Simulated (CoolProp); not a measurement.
Values from CoolProp's reference Helmholtz-energy equation of state, Wu 2011.

### Question
Give the vapour pressure (kPa), vapour density (kg/m³), enthalpy of vaporisation (kJ/kg), liquid cp (kJ/(kg K)) of saturated dimethyl ether at 69.85 °C.

### Answer
```
T (°C)  p (kPa)  vapour density (kg/m³)  enthalpy of vaporisation (kJ/kg)  liquid cp (kJ/(kg K))
------  -------  ----------------------  --------------------------------  ---------------------
69.85      1800                    38.9                               320                   2.82
```
